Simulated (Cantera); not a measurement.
Mixture: 33.0 % CO, 8.84 % H₂, 0.689 % CH₄, 12.1 % O₂, 45.4 % N₂, equivalence ratio 1.8, at 29.0 bar, adiabatic and at constant pressure. Ignition delay is the time to a rise of 400 K.

Computed with Cantera and GRI-Mech 3.0 (53 species, 325 reactions). The pressure lies above the range GRI-Mech 3.0 was tuned for (to about 10 atm). Below about 1000 K GRI-Mech 3.0 lacks low-temperature oxidation paths.

Question: Predict: delay at 950 K; delay at 1050 K; delay at 1150 K; delay at 1250 K; apparent activation energy between 1200 and 1300 K.

Answer: 
| Property | Value |
|---|---|
| delay at 950 K | 6.05 ms |
| delay at 1050 K | 0.655 ms |
| delay at 1150 K | 0.103 ms |
| delay at 1250 K | 21.1 µs |
| apparent activation energy between 1200 and 1300 K | 190 kJ/mol |
